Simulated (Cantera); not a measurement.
Premixed flame

A freely propagating, adiabatic, planar premixed flame of 28.3 % H2, 12.9 % O2, 48.4 % N2, 10.5 % H2O, equivalence ratio 1.1, unburnt at 550 K and 13300 Pa; multicomponent+Soret transport, grid criteria slope 0.08 and curve 0.16, no radiation.

Model: the H2/O2 subset of GRI-Mech 3.0, which has no nitrogen chemistry, integrated in Cantera. Burning velocities carry a grid error of a few per cent, more on coarse grids.

| z (mm) | T (K) | u (m/s) | x H2 | x O2 | x H2O | x H2O2 | x H | x O |
|---|---|---|---|---|---|---|---|---|
| -17.9 | 550 | 4.60 | 0.283 | 0.129 | 0.105 | <1e-8 | <1e-8 | <1e-8 |
| -11.9 | 550 | 4.60 | 0.283 | 0.129 | 0.105 | <1e-8 | <1e-8 | <1e-8 |
| -8.96 | 550 | 4.60 | 0.283 | 0.129 | 0.105 | <1e-8 | <1e-8 | <1e-8 |
| -5.97 | 550 | 4.60 | 0.283 | 0.129 | 0.105 | <1e-8 | <1e-8 | <1e-8 |
| -2.99 | 554 | 4.61 | 0.280 | 0.129 | 0.105 | 9.11e-7 | 6.91e-5 | 2.62e-6 |
| -1.49 | 678 | 5.53 | 0.255 | 0.127 | 0.118 | 3.29e-6 | 0.00427 | 0.000127 |
| 0 | 1070 | 8.49 | 0.150 | 0.0886 | 0.202 | 7.42e-7 | 0.0442 | 0.00451 |
| 1.49 | 1343 | 10.6 | 0.0632 | 0.0346 | 0.300 | 1.09e-6 | 0.0718 | 0.00957 |
| 2.99 | 1460 | 11.4 | 0.0563 | 0.0264 | 0.315 | 8.89e-7 | 0.0658 | 0.00974 |
| 5.97 | 1589 | 12.3 | 0.0576 | 0.0231 | 0.324 | 5.44e-7 | 0.0537 | 0.00895 |
| 11.9 | 1729 | 13.3 | 0.0575 | 0.0196 | 0.334 | 2.86e-7 | 0.0410 | 0.00753 |
| 23.9 | 1869 | 14.2 | 0.0553 | 0.0159 | 0.347 | 1.50e-7 | 0.0295 | 0.00575 |
| 47.8 | 2000 | 15.0 | 0.0512 | 0.0121 | 0.361 | 8.54e-8 | 0.0199 | 0.00397 |
x: mole fraction of selected species; z is measured from the peak of heat release.

```
Quantity                     Value
------------------------  --------
laminar burning velocity  460 cm/s
thermal thickness          5.97 mm
peak x(H2O2)               3.59e-6
peak x(H)                   0.0718
peak x(O)                  0.00982
grid points                    143
```
